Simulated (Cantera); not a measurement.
Halide evaporation, hydrolysis and transport: BaF₂ + H₂

A closed system holds: 1 mol BaF₂, 300 mol H₂, at 1402 °C and 0.690 Pa.

Cantera equilibrium calculation (NASA polynomials, part measured and part estimated; ideal gas, pure solids and liquids). Candidate condensed phases: Ba, BaF₂; 14 gas species. Equilibrium is a limit: real reactors are often held back by kinetics, nucleation or transport.

The x(H₂) comes out as 0.950 and the x(H) is 0.0431. The x(HF) is 0.00376 and the x(BaF) is 0.00229. The x(Ba) comes out as 0.000738, the x(BaF₂) is 0.000219 and the gas amount comes out as 308.2 mol. The log10 activity of Ba(l) (absent) is -7.59.
